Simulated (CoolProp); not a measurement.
n-dodecane along the isobar 6.4 MPa: Z from the reference equation and from simpler models built on Tc = 385.0 °C, pc = 1.818 MPa, ω = 0.574; each cubic takes its own stable root.

The numbers come from the reference Helmholtz-energy equation of state, Lemmon 2004 in CoolProp. It is a short technical equation, of lower accuracy than the large ones.

```
T (°C)   phase   reference  van der Waals  Redlich-Kwong  Peng-Robinson
------  ------  ----------  -------------  -------------  -------------
116.65  liquid  (withheld)     (withheld)         0.6295         0.5333
133.95  liquid      0.4789         0.8768     (withheld)         0.5174
151.15  liquid      0.4683         0.8513         0.5974         0.5036
168.45  liquid  (withheld)         0.8280         0.5841     (withheld)
185.65  liquid      0.4508         0.8070         0.5725     (withheld)
202.95  liquid      0.4438         0.7879         0.5623         0.4719
220.15  liquid      0.4381         0.7706         0.5537         0.4645
237.35  liquid      0.4334         0.7550         0.5464         0.4586
254.65  liquid      0.4298         0.7408         0.5403         0.4541
```

Q: What belongs in the gaps?

A: 
- 116.65, reference: 0.4910
- 116.65, van der Waals: 0.9053
- 133.95, Redlich-Kwong: 0.6124
- 168.45, reference: 0.4589
- 168.45, Peng-Robinson: 0.4914
- 185.65, Peng-Robinson: 0.4809
